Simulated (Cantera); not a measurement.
Charge: 1 mol AlBr3, 2.8 mol N2, equilibrated at 84.0 Pa.

Cantera equilibrium calculation (NASA polynomials, part measured and part estimated; ideal gas, pure solids and liquids). Candidate condensed phases: Al, AlBr3, AlN, Br2; 10 gas species. Equilibrium is a limit: real reactors are often held back by kinetics, nucleation or transport.

x: gas mole fraction; nothing condenses.

```csv
T (°C),x N2,x Br,x AlBr3,x AlBr,x Al
1275,0.692,0.0610,0.217,0.0305,[?]
1350,0.647,0.122,0.170,0.0611,[?]
1425,0.582,0.210,0.103,0.105,[?]
1500,0.521,0.292,0.0399,0.146,[?]
1575,0.492,0.332,0.00979,0.166,[?]
1650,0.485,0.342,0.00206,0.170,[?]
1725,0.483,0.345,0.000457,0.171,[?]
```

Problem. Some entries are withheld; supply them.

Solution. 
- 1275, x Al: 7.17e-7
- 1350, x Al: 3.38e-6
- 1425, x Al: 1.39e-5
- 1500, x Al: 5.08e-5
- 1575, x Al: 0.000167
- 1650, x Al: 0.000501
- 1725, x Al: 0.00138
